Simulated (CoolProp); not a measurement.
Dodecamethylcyclohexasiloxane (D6) along the isobar 4.38 MPa: density (kg/m³) from the reference equation and from simpler models built on Tc = 372.6 °C, pc = 0.9614 MPa, ω = 0.736; each cubic takes its own stable root.

The numbers come from the reference Helmholtz-energy equation of state, Colonna 2008 in CoolProp. It is a short technical equation, of lower accuracy than the large ones.

```tsv
T (°C)	phase	reference	van der Waals	Redlich-Kwong	Soave-Redlich-Kwong	Peng-Robinson
55.05	liquid	947.3	…	791.9	831.6	930.8
75.95	liquid	925.4	539.8	779.3	821.3	919.8
96.75	liquid	903.7	533.2	766.3	810.2	907.8
117.65	liquid	881.8	526.4	752.8	798.3	894.9
138.45	liquid	859.8	519.6	738.9	785.4	880.9
159.25	liquid	837.7	512.7	724.6	771.6	865.8
180.15	liquid	815.2	505.6	709.8	756.6	849.4
200.95	liquid	792.5	498.4	694.5	740.5	831.6
221.85	liquid	769.3	491.1	678.8	723.1	…
242.65	liquid	745.6	483.6	662.7	704.5	791.3
263.45	liquid	721.4	476.0	646.2	684.4	768.5
284.35	liquid	696.2	468.3	629.2	662.7	743.8
305.15	liquid	670.2	460.5	611.9	…	717.1
326.05	liquid	643.1	452.4	594.0	614.5	688.1
346.85	liquid	614.8	444.3	575.9	588.1	657.1
```

Q: Some entries are withheld; supply them.

A: 
- 55.05, van der Waals: 546.3
- 221.85, Peng-Robinson: 812.2
- 305.15, Soave-Redlich-Kwong: 639.5
